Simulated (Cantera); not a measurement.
Input: 1 mol SiH2Cl2, 11 mol NH3, 17 mol N2, held at 1473.15 K.

Cantera equilibrium calculation (NASA polynomials, part measured and part estimated; ideal gas, pure solids and liquids). Candidate condensed phases: NH4Cl, Si, Si3N4; 28 gas species. The tables' values for SiCl, SiCl3 are old estimates; treat these amounts as uncertain. Kinetics and transport are ignored.

x: gas mole fraction; n: condensed amount in mol.

| P (Pa) | x N2 | x H2 | x HCl | x SiCl2 | x H | n Si(s) | n Si3N4(s) |
|---|---|---|---|---|---|---|---|
| 5 | 0.548 | 0.410 | 0.0324 | 0.00808 | 0.00115 | 0.662 | 0 |
| 15 | 0.543 | 0.413 | 0.0384 | 0.00546 | 0.000665 | 0 | 0.259 |
| 45 | 0.542 | 0.411 | 0.0428 | 0.00328 | 0.000383 | 0 | 0.289 |
| 140 | 0.542 | 0.410 | 0.0459 | 0.00178 | 0.000217 | 0 | 0.309 |
| 410 | 0.542 | 0.410 | 0.0476 | 0.000935 | 0.000127 | 0 | 0.321 |
| 1200 | 0.541 | 0.409 | 0.0486 | ___ | ___ | 0 | 0.327 |
| 3700 | 0.541 | 0.409 | 0.0491 | 0.000229 | 4.22e-5 | 0 | 0.330 |
| 11000 | 0.541 | 0.409 | 0.0493 | ___ | ___ | 0 | 0.332 |
| 33000 | 0.541 | 0.409 | 0.0494 | 5.42e-5 | 1.41e-5 | 0 | 0.332 |
| 100000 | 0.541 | 0.409 | 0.0495 | 2.59e-5 | 8.11e-6 | 0 | 0.333 |

Task: Some entries are withheld; supply them.

Result: 
- 1200, x SiCl2: 0.000476
- 1200, x H: 7.40e-5
- 11000, x SiCl2: 0.000112
- 11000, x H: 2.44e-5
